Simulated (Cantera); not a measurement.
**Equilibrium for carbon deposition, reforming and gasification: C₃H₆ + O₂ + N₂**

A closed system holds: 1 mol C₃H₆, 0.0075 mol O₂, 40 mol N₂, equilibrated at 1.00 bar.

Method: chemical equilibrium by Gibbs-energy minimisation in Cantera with the NASA 1993 tables (ideal gas, pure condensed phases). Candidate condensed phases: C, C₆H₆, C₇H₈, C₈H₁₈, H₂O; 136 gas species. Equilibrium is a limit: real reactors are often held back by kinetics, nucleation or transport.

From 1873 K to 2873 K the condensed part is C(graphite). The main C-bearing gas is HCN throughout. The share of C in condensed phases is highest at 1873 K (96.2 %) and lowest at 2873 K (39.4 %).

```csv
T (K),x N₂,x H₂,x HCN,x H,n C(graphite)
1873,0.929,0.0685,0.00218,0.000169,2.89
1973,0.928,0.0678,0.00332,0.000351,2.83
2073,0.927,0.0667,0.00484,0.000679,2.76
2173,0.926,0.0653,0.00678,0.00123,2.66
2273,0.924,0.0634,0.00917,0.00211,2.53
2373,0.922,0.0609,0.0120,0.00345,2.38
2473,0.919,0.0578,0.0152,0.00536,2.20
2573,0.915,0.0541,0.0188,0.00799,1.98
2673,0.911,0.0497,0.0226,0.0114,1.74
2773,0.906,0.0447,0.0263,0.0157,1.48
2873,0.901,0.0393,0.0299,0.0208,1.18
```
x: gas mole fraction; n: condensed amount in mol.
